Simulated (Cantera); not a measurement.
Transport properties of process gases

Gas mixture: N2 : NO = 0.19 : 0.47 (molar parts), at 10.00 Torr, frozen composition.

Cantera's kinetic-theory transport with the Lennard-Jones parameters of GRI-Mech 3.0, ideal gas; thermal conductivity in the multicomponent form. The composition is frozen, though it would react at the higher temperatures.

```
T (K)  ρ (kg/m³)  cp (J/kg/K)  μ (µPa s)  λ (mW/m/K)     Pr  D (cm²/s) NO  D (cm²/s) H  D (cm²/s) NH3
-----  ---------  -----------  ---------  ----------  -----  ------------  -----------  -------------
400       0.0118         1012       22.9        32.6  0.710          25.7          154           28.8
600      0.00786         1050       30.3        45.0  0.708          51.4          311           60.5
800      0.00590         1100       36.7        57.2  0.707          83.4          506            101
1000     0.00472         1143       42.5        68.8  0.707           121          736            148
1200     0.00393         1171       47.9        79.4  0.707           164          998            202
1400     0.00337         1195       52.9        89.5  0.706           212         1290            263
1600     0.00295         1214       57.7        99.2  0.706           264         1610            329
1800     0.00262         1229       62.3         108  0.706           322         1960            401
2000     0.00236         1241       66.7         117  0.706           383         2330            478
```
D: mixture-averaged diffusion coefficient of that species in the mixture.
